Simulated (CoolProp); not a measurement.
Vapour-liquid equilibrium of methanol (1) + ethanol (2) at 189.55 °C; x and y are mole fractions of (1).

Computed with CoolProp (multi-fluid Helmholtz-energy mixture model, de Reuck 1993 and Schroeder 2014; pair parameters Bell 2016).

```csv
x,"bubble pressure, mixture model (kPa)","bubble pressure, Raoult's law (kPa)","y, mixture model","y, Raoult's law"
0.05,2462,2464,0.061,0.067
0.15,2544,2551,0.178,0.194
0.25,2623,2638,0.288,0.312
0.35,2702,2726,0.394,0.423
0.45,2782,2813,0.497,0.527
0.55,2865,2900,0.596,0.625
0.65,2951,2988,0.693,0.717
0.75,3041,3075,0.786,0.803
0.85,3138,3163,0.875,0.885
0.95,3240,3250,0.960,0.963
```

The largest gap from Raoult's law is -1.2 % in bubble pressure, at x = 0.65. No azeotrope shows between x = 0.05 and 0.95.

Pair parameters are fitted to limited data, so mixtures are less certain than the pure fluids.
